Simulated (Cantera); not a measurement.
Gas mixture: 4.48 % N₂, 39.9 % CH₄, 34.5 % H₂, 21.0 % C₂H₆, at 0.132 atm, frozen composition.

Cantera's kinetic-theory transport with the Lennard-Jones parameters of GRI-Mech 3.0, ideal gas; thermal conductivity in the mixture-averaged form. The composition is frozen, though it would react at the higher temperatures.

D: mixture-averaged diffusion coefficient of that species in the mixture.

```csv
T (K),ρ (kg/m³),cp (J/kg/K),μ (µPa s),λ (mW/m/K),Pr,D (cm²/s) CH₄,D (cm²/s) H₂,D (cm²/s) N₂
400,0.0589,2814,14.4,84.2,0.481,[?],8.44,3.33
600,0.0392,3494,19.6,129,0.532,[?],16.8,6.71
800,0.0294,4080,24.1,175,0.564,[?],27.1,10.9
1000,0.0235,4569,28.2,220,0.585,[?],39.4,15.9
1200,0.0196,4962,31.9,264,0.598,[?],53.3,21.6
1400,0.0168,5280,35.3,307,0.606,[?],68.8,28.0
1600,0.0147,5536,38.6,349,0.611,[?],85.9,34.9
1800,0.0131,5743,41.7,390,0.614,[?],104,42.5
```

Question: Some entries are withheld; supply them.

Answer: 
- 400, D (cm²/s) CH₄: 3.84
- 600, D (cm²/s) CH₄: 7.85
- 800, D (cm²/s) CH₄: 12.9
- 1000, D (cm²/s) CH₄: 18.8
- 1200, D (cm²/s) CH₄: 25.5
- 1400, D (cm²/s) CH₄: 33.1
- 1600, D (cm²/s) CH₄: 41.3
- 1800, D (cm²/s) CH₄: 50.3
